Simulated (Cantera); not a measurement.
A perfectly stirred reactor is fed with 0.135 % C2H6, 99.9 % N2, at 13.5 Torr; it is held at 1475 K, and followed from long to short residence time.

Model: GRI-Mech 3.0 (53 species, 325 reactions), integrated in Cantera. GRI-Mech 3.0 stops at C3 and has no aromatics, soot or wall deposition, so with more carbon than oxygen in the feed, carbon stays in small species such as C2H2 where larger ones or solid carbon would form. Radical loss at walls, strong at low pressure, is not modelled.

One state of this run: x C2H6 = 0.000395; x HCN = 2.92e-6; x C2H2 = 0.000228; x C2H = 2.49e-8; x CH3 = 0.000304; x C2H4 = 0.000521. x: mole fraction; the columns are a selection and need not sum to one.

Problem. Which value of τ (s) does it belong to?
A) 0.00080
B) 0.0023
C) 0.49
D) 0.020

Solution. D, 0.020
